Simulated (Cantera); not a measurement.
A closed system holds: 1 mol Ta(OEt)5, 8.8 mol H2O, held at 2075 K and 1 atm.

Cantera equilibrium calculation (NASA polynomials, part measured and part estimated; ideal gas, pure solids and liquids). Candidate condensed phases: C, C6H6, C7H8, C8H18, H2O, Ta, TaC, Ta2O5; 113 gas species. The feed counts by its element totals alone. Equilibrium is a limit: real reactors are often held back by kinetics, nucleation or transport.

Base state: H2 0.641, CO 0.315, H2O 0.0377, CO2 0.00382, H 0.00212, OH 1.42e-5 (mole fractions); condensed: Ta2O5(l).

Problem. What changes in the equilibrium state with this change: H2O from 8.8 to 0.012 mol?

Solution. 
```tsv
species	before	after
H2	0.641	0.711
CO	0.315	0.286
H	0.00212	0.00223
H2O	0.0377	1.81e-5
C2H2 (acetylene)	<1e-9	0.000882
CH4	6.98e-8	0.000179
CO2	0.00382	1.50e-6
Ta2O5(l), mol	0.500	0
C(graphite), mol	0	3.95
TaC(s), mol	0	1.00
```
TaC: taken at fixed stoichiometry. Condensed phases not in the tables: Ta2C.
